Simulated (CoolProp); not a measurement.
The numbers come from the reference Helmholtz-energy equation of state, Lemmon 2006 in CoolProp. It is a short technical equation, of lower accuracy than the large ones.

Question: Give the vapour pressure (kPa), enthalpy of vaporisation (kJ/kg), liquid cp (kJ/(kg K)), vapour Z of saturated nitrous oxide at 276.2, 293.8 K.

Answer: 
| T (K) | p (kPa) | enthalpy of vaporisation (kJ/kg) | liquid cp (kJ/(kg K)) | vapour Z |
|---|---|---|---|---|
| 276.2 | 3370 | 225 | 2.34 | 0.693 |
| 293.8 | 5130 | 167 | 3.27 | 0.572 |
